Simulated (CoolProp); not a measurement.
A Linde-Hampson liquefier for ethane: isothermal reversible compression at 320 K from 1 atm to 10 MPa, throttling to 1 atm, return gas leaving the recuperator 2 K below the feed. Each further row changes one setting.

The numbers come from the reference Helmholtz-energy equation of state, Bücker 2006 in CoolProp.

```json
[
 {"case": "as stated", "liquid yield per pass": "0.430", "compression work (kJ/kg of gas)": "338"},
 {"case": "high pressure 20 MPa", "liquid yield per pass": "0.462", "compression work (kJ/kg of gas)": "366"},
 {"case": "warm-end temperature 350 K", "liquid yield per pass": "0.285", "compression work (kJ/kg of gas)": "395"},
 {"case": "warm-end gap 7 K", "liquid yield per pass": "0.423", "compression work (kJ/kg of gas)": "338"}
]
```
